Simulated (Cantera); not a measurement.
Charge: 1 mol Si₂Cl₆, 0.24 mol NH₃, 1.8 mol N₂, held at 0.200 bar.

These are equilibrium values from Cantera (NASA tables, ideal gas, pure condensed phases), not measurements of a reactor. Candidate condensed phases: NH₄Cl, Si, Si₃N₄; 28 gas species. The feed counts by its element totals alone. Kinetics and transport are ignored.

Over these rows the condensed part is Si₃N₄(s). Partial pressures as log10 of bar:

```tsv
T (K)	1000/T (1/K)	log p SiCl₂	log p N₂	log p SiCl₄	log p HCl	log p H₂
925	1.0811	-8.09	-1.07	-1.11	-1.51	-2.30
975	1.0256	?	-1.07	-1.11	-1.50	-2.33
1025	0.9756	-6.54	-1.07	-1.11	-1.49	-2.35
1075	0.9302	-5.87	-1.07	-1.11	-1.48	-2.38
1125	0.8889	-5.27	-1.07	-1.11	-1.48	-2.40
1175	0.8511	-4.71	-1.07	-1.11	-1.48	-2.43
```

Q: Fit log p(SiCl₂) = a + b·(1000/T) to the five rows, give the apparent enthalpy, and predict the row at 975 K.

A: Means: 1000/T = 0.9454, log p = -6.096. Sxy = -0.464799, Sxx = 0.0316423, so b = -14.69 and a = -6.096 − (-14.69)×0.9454 = 7.79.
Apparent enthalpy: −19.145 × (-14.69) = 281 kJ/mol. With the condensed phases at unit activity, 1/6 Si₃N₄(s) + 1/2 SiCl₄(g) = SiCl₂(g) + 1/3 N₂(g) links this pressure to the main gases: over the six rows their terms move log p by +0.00 in all, so the slope is close to that reaction's ΔH°. The five rows lie within 0.01 of the line.
Prediction at 975 K: 7.79 + (-14.69)×1.0256 = -7.28. The computed value is -7.28, 0.00 from the line.
